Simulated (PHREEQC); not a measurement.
Make-up at 25 °C: 0.25 mol Cu(NO3)2 and 0.29 mol H3BO3 per kg of water. It is in equilibrium with CO2 at log p = -3.4 (atm). Otherwise closed; pH follows from the charge balance.

The numbers come from PHREEQC with the ion-association model, phreeqc.dat.

```json
[
 {"quantity": "pH", "before": "4.05", "after": "4.37"},
 {"quantity": "CO2 (mol/kgw)", "before": "1.14e-5", "after": "1.31e-5"},
 {"quantity": "HCO3- (mol/kgw)", "before": "9.97e-8", "after": "1.82e-7"}
]
```

### Question
What was changed between the two runs?
A. Cu(NO3)2 replaced by NaNO3 at the same molality
B. Cu(NO3)2 replaced by Cd(NO3)2 at the same molality
C. Cu(NO3)2 left out
D. diluted 5-fold with water
E. H3BO3 left out

### Answer
D, diluted 5-fold with water

No solid was allowed to form. The ionic strength passes 0.7 mol/kgw, the rough limit of the ion-association models, in before.
